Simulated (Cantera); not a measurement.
Feed: 1 mol Al, 17 mol NH₃, 1.8 mol H₂, at 1823 K and 62.0 Pa.

These are equilibrium values from Cantera (NASA tables, ideal gas, pure condensed phases), not measurements of a reactor. Candidate condensed phases: Al, AlN; 13 gas species. The numbers say what is thermodynamically allowed, not how fast it happens.

Base state: H₂ 0.729, N₂ 0.229, Al 0.0267, H 0.0149, AlH 0.000243 (mole fractions); condensed: gas only.

Problem. What changes in the equilibrium state with this change: Al replaced by Al(CH₃)₃?

Solution. 
```tsv
species	before	after
H₂	0.729	0.755
N₂	0.229	0.203
Al	0.0267	0.0238
H	0.0149	0.0151
HCN	0	0.00268
C₂H₂ (acetylene)	0	0.000160
HNC	0	0.000107
AlH	0.000243	0.000221
C(graphite), mol	0	2.87
```
The feed counts by its element totals alone. Further candidate phases: C, C₆H₆, C₇H₈, C₈H₁₈.

Problem. What changes in the equilibrium state with this change: pressure from 62.0 Pa to 1330 Pa?

Solution. 
```tsv
species	before	after
H₂	0.729	0.770
N₂	0.229	0.226
H	0.0149	0.00329
Al	0.0267	0.000700
AlH	0.000243	3.03e-5
AlN(s), mol	0	0.974
```
